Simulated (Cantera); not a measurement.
Standard-state values (1 bar) from the NASA 1993 polynomials, evaluated with Cantera. Values are per mole of reaction as written; species without (g) are pure solids or liquids, kept so even where they would boil at 1 bar.

3 SO2(g) ⇌ 3 S + 2 O3(g)

| T (K) | ΔH° (kJ) | ΔS° (J/K) | ΔG° (kJ) | log10 K |
|---|---|---|---|---|
| 423 | [?] | [?] | [?] | [?] |
| 473 | 1189.0 | -132.4 | 1251.7 | -138.22 |
| 523 | 1192.9 | -124.6 | 1258.1 | -125.65 |
| 573 | [?] | [?] | [?] | [?] |
| 623 | 1199.5 | -113.0 | 1269.9 | -106.47 |
| 673 | 1202.1 | -109.0 | 1275.5 | -98.99 |
| 723 | 1204.3 | -105.8 | 1280.8 | -92.53 |
| 773 | 1206.4 | -103.0 | 1286.0 | -86.90 |

Task: What belongs in the gaps?

Result: 
- 423, ΔH° (kJ): 1185.3
- 423, ΔS° (J/K): -140.8
- 423, ΔG° (kJ): 1244.8
- 423, log10 K: -153.72
- 573, ΔH° (kJ): 1196.5
- 573, ΔS° (J/K): -118.1
- 573, ΔG° (kJ): 1264.1
- 573, log10 K: -115.24
